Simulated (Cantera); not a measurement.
Thermodynamics of boron, boron nitride and boron oxide, feed borazine + H2 + N2

Feed: 1 mol borazine, 19 mol H2, 0.72 mol N2, at 1798 K.

Method: chemical equilibrium by Gibbs-energy minimisation in Cantera with the NASA 1993 tables (ideal gas, pure condensed phases). Candidate condensed phases: B, BN; 15 gas species. The feed counts by its element totals alone. Mutual solubility and eutectic melting of coexisting phases are not modelled. The tables' values for BH2 are old estimates; treat these amounts as uncertain. Kinetics and transport are ignored.

```csv
P (Pa),x H2,x N2,x H,x BH2,x B,x NH3,n B(s),n BN(s)
10,0.925,0.0410,0.0339,0.000119,3.15e-5,5.28e-10,0.471,2.52
37,0.951,0.0314,0.0178,7.24e-5,5.05e-6,1.78e-9,0,3.00
140,0.959,0.0316,0.00922,3.75e-5,6.85e-7,6.85e-9,0,3.00
520,0.964,0.0316,0.00479,1.95e-5,9.56e-8,2.56e-8,0,3.00
1900,0.966,0.0317,0.00251,1.02e-5,1.37e-8,9.40e-8,0,3.00
7200,0.967,0.0317,0.00129,5.26e-6,1.85e-9,3.57e-7,0,3.00
27000,0.968,0.0317,0.000667,2.72e-6,2.55e-10,1.34e-6,0,3.00
100000,0.968,0.0317,0.000346,1.41e-6,3.58e-11,4.97e-6,0,3.00
```
x: gas mole fraction; n: condensed amount in mol.

At 10.0 Pa the condensed part is B(s) + BN(s). From 37.0 Pa to 1.00 bar the condensed part is BN(s).
